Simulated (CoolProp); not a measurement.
The numbers come from the reference Helmholtz-energy equation of state, Wagner 2002 in CoolProp.

Problem. For water, give the phase and the cp (kJ/(kg K)), cv (kJ/(kg K)), isothermal compressibility (1/MPa), expansivity (1/kK) at 583.6 K and 764 bar; 622.2 K and 764 bar; 673.7 K and 764 bar.

Solution. 
- 583.6 K and 764 bar: liquid; cp 4.60, cv 2.97, isothermal compressibility 0.00124, expansivity 1.65
- 622.2 K and 764 bar: liquid; cp 4.85, cv 2.89, isothermal compressibility 0.00177, expansivity 2.02
- 673.7 K and 764 bar: supercritical; cp 5.37, cv 2.81, isothermal compressibility 0.00316, expansivity 2.80
